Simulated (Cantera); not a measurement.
## Stirred combustor or abatement burner

A perfectly stirred reactor is fed with 22.5 % H₂, 16.3 % O₂, 61.2 % N₂, at 1.88 atm; it is adiabatic with a 300 K inlet, and is followed from long to short residence time, starting on the burning branch (τ in s: 0.035, 0.018, 0.009, 0.0045, 0.0023, 0.0012, 0.00059, 0.0003, 0.00015, 7.6e-05, 3.9e-05, 2e-05).

Cantera simulation using GRI-Mech 3.0 (53 species, 325 reactions); the numbers are that mechanism's predictions, not measurements.

```json
[
 {"τ (s)": "0.035", "T (K)": "2003", "x H₂": "0.000489", "x O₂": "0.0564", "x OH": "0.00277", "x H₂O₂": "2.00e-7", "x N₂O": "4.16e-7"},
 {"τ (s)": "0.018", "T (K)": "1999", "x H₂": "0.000680", "x O₂": "0.0563", "x OH": "0.00321", "x H₂O₂": "2.31e-7", "x N₂O": "4.98e-7"},
 {"τ (s)": "0.0090", "T (K)": "1993", "x H₂": "0.00101", "x O₂": "0.0563", "x OH": "0.00384", "x H₂O₂": "2.82e-7", "x N₂O": "5.88e-7"},
 {"τ (s)": "0.0045", "T (K)": "1984", "x H₂": "0.00153", "x O₂": "0.0562", "x OH": "0.00466", "x H₂O₂": "3.54e-7", "x N₂O": "6.45e-7"},
 {"τ (s)": "0.0023", "T (K)": "1970", "x H₂": "0.00232", "x O₂": "0.0562", "x OH": "0.00562", "x H₂O₂": "4.49e-7", "x N₂O": "6.46e-7"},
 {"τ (s)": "0.0012", "T (K)": "1952", "x H₂": "0.00345", "x O₂": "0.0563", "x OH": "0.00669", "x H₂O₂": "5.69e-7", "x N₂O": "5.99e-7"},
 {"τ (s)": "0.00059", "T (K)": "1922", "x H₂": "0.00525", "x O₂": "0.0565", "x OH": "0.00793", "x H₂O₂": "7.44e-7", "x N₂O": "5.20e-7"},
 {"τ (s)": "0.00030", "T (K)": "1881", "x H₂": "0.00764", "x O₂": "0.0571", "x OH": "0.00906", "x H₂O₂": "9.80e-7", "x N₂O": "4.40e-7"},
 {"τ (s)": "0.00015", "T (K)": "1824", "x H₂": "0.0109", "x O₂": "0.0582", "x OH": "0.00994", "x H₂O₂": "1.35e-6", "x N₂O": "3.64e-7"},
 {"τ (s)": "7.6e-5", "T (K)": "1749", "x H₂": "0.0151", "x O₂": "0.0599", "x OH": "0.0103", "x H₂O₂": "1.99e-6", "x N₂O": "2.99e-7"},
 {"τ (s)": "3.9e-5", "T (K)": "1654", "x H₂": "0.0206", "x O₂": "0.0629", "x OH": "0.00988", "x H₂O₂": "3.19e-6", "x N₂O": "2.41e-7"},
 {"τ (s)": "2.0e-5", "T (K)": "1535", "x H₂": "0.0300", "x O₂": "0.0685", "x OH": "0.00856", "x H₂O₂": "5.68e-6", "x N₂O": "1.80e-7"}
]
```
x: mole fraction; the columns are a selection and need not sum to one.
